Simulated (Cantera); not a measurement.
An adiabatic, constant-pressure homogeneous reactor starts with CH3OH : O2 : N2 : H2O = 1 : 1.25 : 4.7 : 0.36 (molar parts), at 1800 K and 10.0 bar. Integrator tolerance rtol = 1e-08.

Cantera simulation using GRI-Mech 3.0 (53 species, 325 reactions); the numbers are that mechanism's predictions, not measurements. GRI-Mech 3.0 was tuned for natural gas; its chemistry of methanol as a main component is partial and can be far from experiment.

| quantity | before | after |
|---|---|---|
| time of steepest temperature rise | 2.55 µs | 2.15 µs |
| temperature at 0.200 s | 2969 K | 2805 K |
| equilibrium temperature | 2969 K | 2805 K |
| x(CH3OH) at 0.200 s | <1e-12 (gas-phase equilibrium <1e-12) | 1.91e-12 (gas-phase equilibrium 1.98e-12) |
| x(O2) at 0.200 s | 0.00855 (gas-phase equilibrium 0.00855) | 0.000185 (gas-phase equilibrium 0.000185) |
| x(H2O) at 0.200 s | 0.237 (gas-phase equilibrium 0.237) | 0.237 (gas-phase equilibrium 0.237) |
| x(H2) at 0.200 s | 0.0330 (gas-phase equilibrium 0.0330) | 0.123 (gas-phase equilibrium 0.123) |
| x(C2H4) at 0.200 s | <1e-12 (gas-phase equilibrium <1e-12) | <1e-12 (gas-phase equilibrium <1e-12) |

**Question.** What was changed between the two runs?
A. CH3OH 1 to 1.7 parts
B. initial temperature 1800 to 973 K
C. initial temperature 1800 to 1498 K
D. constant volume in place of constant pressure

**Answer.** A, CH3OH 1 to 1.7 parts
